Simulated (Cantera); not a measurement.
# Ignition delay

Mixture: CH₄ : CO : O₂ : N₂ = 1 : 1.2 : 2 : 7.52 (molar parts), at 0.780 bar, adiabatic and at constant volume. Ignition delay is the time to a rise of 400 K.

Computed with Cantera and GRI-Mech 3.0 (53 species, 325 reactions).

```json
[
 {"T0 (K)": "1275", "delay (ms)": "27.1"},
 {"T0 (K)": "1375", "delay (ms)": "6.67"},
 {"T0 (K)": "1475", "delay (ms)": "1.99"},
 {"T0 (K)": "1575", "delay (ms)": "0.733"},
 {"T0 (K)": "1675", "delay (ms)": "0.323"},
 {"T0 (K)": "1775", "delay (ms)": "0.162"},
 {"T0 (K)": "1875", "delay (ms)": "0.0893"},
 {"T0 (K)": "1975", "delay (ms)": "0.0529"},
 {"T0 (K)": "2075", "delay (ms)": "0.0332"}
]
```

The apparent activation energy between 1875 and 2075 K is 160 kJ/mol.
